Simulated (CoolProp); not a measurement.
c-C4F8 (RC318) along the isotherm 438.8 K: fugacity coefficient from the reference equation and from simpler models built on Tc = 388.4 K, pc = 2778 kPa, ω = 0.355; each cubic takes its own stable root.

The numbers come from the reference Helmholtz-energy equation of state, Platzer 1990 in CoolProp. This equation is an older, rougher fit.

```json
[
 {"p (kPa)": "139", "phase": "gas", "reference": "0.9893", "van der Waals": "0.9890", "Redlich-Kwong": "0.9881", "Soave-Redlich-Kwong": "0.9892", "Peng-Robinson": "0.9875"},
 {"p (kPa)": "278", "phase": "gas", "reference": "0.9787", "van der Waals": "0.9781", "Redlich-Kwong": "0.9763", "Soave-Redlich-Kwong": "0.9785", "Peng-Robinson": "0.9752"},
 {"p (kPa)": "417", "phase": "gas", "reference": "0.9682", "van der Waals": "0.9671", "Redlich-Kwong": "0.9645", "Soave-Redlich-Kwong": "0.9678", "Peng-Robinson": "0.9630"},
 {"p (kPa)": "556", "phase": "gas", "reference": "0.9577", "van der Waals": "0.9562", "Redlich-Kwong": "0.9529", "Soave-Redlich-Kwong": "0.9572", "Peng-Robinson": "0.9508"},
 {"p (kPa)": "694", "phase": "gas", "reference": "0.9473", "van der Waals": "0.9454", "Redlich-Kwong": "0.9414", "Soave-Redlich-Kwong": "0.9467", "Peng-Robinson": "0.9389"},
 {"p (kPa)": "833", "phase": "gas", "reference": "0.9368", "van der Waals": "0.9346", "Redlich-Kwong": "0.9298", "Soave-Redlich-Kwong": "0.9363", "Peng-Robinson": "0.9271"},
 {"p (kPa)": "972", "phase": "gas", "reference": "0.9265", "van der Waals": "0.9237", "Redlich-Kwong": "0.9184", "Soave-Redlich-Kwong": "0.9259", "Peng-Robinson": "0.9153"},
 {"p (kPa)": "1110", "phase": "gas", "reference": "0.9162", "van der Waals": "0.9130", "Redlich-Kwong": "0.9071", "Soave-Redlich-Kwong": "0.9156", "Peng-Robinson": "0.9037"},
 {"p (kPa)": "1250", "phase": "gas", "reference": "0.9059", "van der Waals": "0.9021", "Redlich-Kwong": "0.8956", "Soave-Redlich-Kwong": "0.9053", "Peng-Robinson": "0.8921"},
 {"p (kPa)": "1390", "phase": "gas", "reference": "0.8956", "van der Waals": "0.8913", "Redlich-Kwong": "0.8843", "Soave-Redlich-Kwong": "0.8950", "Peng-Robinson": "0.8806"}
]
```
